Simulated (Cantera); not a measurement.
A Cantera script and what it prints.

```python
import numpy as np
import cantera as ct

gas_names = """
    C CN CO CO2 C2 CCN CNC C2N2 C2O C3 C3O2 C4 C4N2 C5 N NCO NO NO2 NO3 N2 N2O O O2 O3 Si SiC SiC2 SiN
    SiO SiO2 Si2 Si2C Si2N Si3
""".split()
cond_names = """
    C(gr) Si(cr) Si(L) SiC(b) SiO2(Lqz) SiO2(hqz) SiO2(L) Si2N2O(s) Si3N4(a)
""".split()


# ... load() reads the species with a 1 bar reference pressure and builds the phases ...
atoms = {
    'Si3N4': {'Si': 3, 'N': 4},
    'CO2': {'C': 1, 'O': 2},
    'N2': {'N': 2},
}
top_T = {'C(gr)': 4500, 'SiC(b)': 3050, 'Si2N2O(s)': 2100, 'Si3N4(a)': 2400}  # K; cautious upper limits of use, not melting points


# ... equilibrate(T, P, feed) seeds the gas with the atoms and calls Mixture.equilibrate('TP', solver="vcs", rtol=1e-11, max_steps=5000) ...
results = []
T = 1750  # K
P = 1333.22  # Pa
for m in [0.07, 0.13, 0.2, 0.26, 0.32, 0.39, 0.45, 0.51, 0.58, 0.64, 0.7, 0.77, 0.83]:
    feed = {'Si3N4': 1, 'CO2': m, 'N2': 230}  # mol
    mix = equilibrate(T, P, feed)
    results.append((T, P, feed, dict(zip(mix.species_names, mix.species_moles))))

top = {s: max(r[3][s] / sum(r[3][g] for g in gas_names) for r in results) for s in gas_names}
cols = sorted((s for s in top if top[s] > 0.001), key=lambda s: -top[s])[:9]
seen = [c for c in cond_names if any(r[3].get(c, 0) > 1e-12 for r in results)]
print("log10 of partial pressures in bar; condensed amounts in mol")
print(f"{'n(CO2)':>10s}" + "".join(f"{s[:9]:>10s}" for s in cols + seen))
for T, P, feed, n in results:
    ng = sum(n[g] for g in gas_names)
    print(f"{feed['CO2']:10.4g}" + "".join(f"{np.log10(max(n[s] / ng * P / 1e5, 1e-99)):10.3f}" for s in cols)
          + "".join(f"{n.get(c, 0):10.4g}" for c in seen))
```

Output:

```
log10 of partial pressures in bar; condensed amounts in mol
    n(CO2)        N2       SiO        CO    SiC(b)  Si3N4(a)
      0.07    -1.875    -5.238    -5.633   0.02972    0.9524
      0.13    -1.876    -4.970    -5.365   0.05531    0.9154
       0.2    -1.876    -4.783    -5.179   0.08521    0.8721
      0.26    -1.876    -4.669    -5.065    0.1109     0.835
      0.32    -1.876    -4.579    -4.976    0.1366    0.7979
      0.39    -1.877    -4.494    -4.890    0.1666    0.7545
      0.45    -1.877    -4.432    -4.829    0.1924    0.7173
      0.51    -1.877    -4.378    -4.775    0.2182    0.6801
      0.58    -1.877    -4.322    -4.720    0.2483    0.6367
      0.64    -1.878    -4.280    -4.678    0.2742    0.5994
       0.7    -1.878    -4.241    -4.639    0.3001    0.5621
      0.77    -1.878    -4.200    -4.599    0.3304    0.5186
      0.83    -1.878    -4.168    -4.567    0.3564    0.4813
```

These are equilibrium values from Cantera (NASA tables, ideal gas, pure condensed phases), not measurements of a reactor. Mutual solubility and eutectic melting of coexisting phases are not modelled.
